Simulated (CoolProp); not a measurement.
Vapour-liquid equilibrium of fluoroethane (R161) (1) + R1234yf (2) at 31.65 °C; x and y are mole fractions of (1).

Values from CoolProp's multi-fluid Helmholtz-energy mixture model, Wu 2012 and Lemmon 2022; pair parameters Bell 2016.

| x | bubble pressure (kPa) | y at the bubble point | dew pressure at overall composition x (kPa) | liquid density (mol/L) |
|---|---|---|---|---|
| 0.05 | 837.2 | 0.066 | 832.9 | 9.529 |
| 0.125 | 863.8 | 0.159 | 853.9 | 9.801 |
| 0.2 | 889.7 | 0.248 | 875.5 | 10.09 |
| 0.275 | … | … | 897.8 | 10.39 |
| 0.35 | 939.2 | 0.411 | 920.4 | 10.71 |
| 0.425 | 962.5 | 0.487 | 943.4 | 11.05 |
| 0.5 | 984.8 | 0.559 | 966.6 | 11.41 |
| 0.575 | 1006 | 0.629 | 989.6 | 11.79 |
| 0.65 | 1026 | 0.697 | 1012 | 12.20 |
| 0.725 | 1045 | 0.763 | 1034 | 12.63 |
| 0.8 | 1063 | 0.828 | 1055 | 13.09 |
| 0.875 | 1079 | 0.892 | … | 13.59 |
| 0.95 | 1095 | … | 1093 | 14.12 |

Complete the blanks.


- 0.275, bubble pressure (kPa): 914.9
- 0.275, y at the bubble point: 0.332
- 0.875, dew pressure at overall composition x (kPa): 1075
- 0.95, y at the bubble point: 0.957

No azeotrope shows between x = 0.05 and 0.95.

The pair parameters rest on a limited set of measurements; away from them the model extrapolates.
